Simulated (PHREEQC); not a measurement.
A solution holds 20 mmol/kgw NH4Cl, 120 mmol/kgw KOH, 2 mmol/kgw NaCl and 3.7 mmol/kgw Na2CO3, at 80 °C. Closed to the air; pH follows from the charge balance.

Model: ion-association model, wateq4f.dat, run in PHREEQC.

Precipitation was switched off in this run.

Problem. Predict the pH.

Solution. pH 11.47.

Problem. In which forms is Na present?

Solution. Na+ 87 %, NaCO3- 13 % of the Na.

Species that the database lacks are ignored. At this temperature some constants are extrapolated from 25 °C, and those without enthalpy data are left unchanged.
